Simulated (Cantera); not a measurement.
A perfectly stirred reactor is fed with CH₄ : H₂ : O₂ : N₂ : H₂O = 1 : 0.16 : 2.08 : 7.82 : 2.7 (molar parts), at 2.20 bar; it is adiabatic with a 748 K inlet, and is followed from long to short residence time, starting on the burning branch (τ in s: 0.44, 0.15, 0.053, 0.018, 0.0063, 0.0022, 0.00076, 0.00026, 9.1e-05).

Computed with Cantera and GRI-Mech 3.0 (53 species, 325 reactions).

x: mole fraction; the columns are a selection and need not sum to one.

| τ (s) | T (K) | x CH₄ | x H₂ | x O₂ | x C₂H₆ | x NO | x HCO |
|---|---|---|---|---|---|---|---|
| 0.44 | 2192 | 7.38e-7 | 0.00455 | 0.00347 | <1e-12 | [?] | 2.43e-9 |
| 0.15 | 2190 | 2.01e-6 | 0.00469 | 0.00374 | 2.83e-12 | [?] | 5.99e-9 |
| 0.053 | 2184 | 4.99e-6 | 0.00507 | 0.00422 | 1.79e-11 | [?] | 1.59e-8 |
| 0.018 | 2171 | 1.17e-5 | 0.00592 | 0.00507 | 1.02e-10 | [?] | 4.52e-8 |
| 0.0063 | 2149 | 2.48e-5 | 0.00733 | 0.00640 | 4.64e-10 | [?] | 1.27e-7 |
| 0.0022 | 2115 | 5.12e-5 | 0.00941 | 0.00837 | 1.88e-9 | [?] | 3.56e-7 |
| 0.00076 | 2067 | 0.000109 | 0.0122 | 0.0111 | 7.59e-9 | [?] | 1.01e-6 |
| 0.00026 | 2002 | 0.000255 | 0.0154 | 0.0151 | 3.58e-8 | [?] | 2.91e-6 |
| 9.1e-5 | 1916 | 0.000718 | 0.0185 | 0.0213 | 2.71e-7 | [?] | 8.26e-6 |

Fill in the missing entries.


- 0.44, x NO: 0.000963
- 0.15, x NO: 0.000658
- 0.053, x NO: 0.000396
- 0.018, x NO: 0.000241
- 0.0063, x NO: 0.000168
- 0.0022, x NO: 0.000126
- 0.00076, x NO: 9.51e-5
- 0.00026, x NO: 6.62e-5
- 9.1e-5, x NO: 3.82e-5
